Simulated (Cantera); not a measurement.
A freely propagating, adiabatic, planar premixed flame of CH4 : O2 : N2 = 1 : 1.43 : 5.37 (molar parts), unburnt at 450 K and 750 Torr; mixture-averaged transport, grid criteria slope 0.08 and curve 0.16, no radiation.

Cantera simulation using GRI-Mech 3.0 (53 species, 325 reactions); the numbers are that mechanism's predictions, not measurements. Burning velocities carry a grid error of a few per cent, more on coarse grids.

Problem. Predict: laminar burning velocity; thermal thickness; peak x(H2); peak x(C2H4); peak x(H).

Solution. 
```json
{
 "laminar_burning_velocity": "36.0 cm/s",
 "thermal_thickness": "0.664 mm",
 "peak x(H2)": "0.0624",
 "peak x(C2H4)": "0.00186",
 "peak x(H)": "0.00412"
}
```
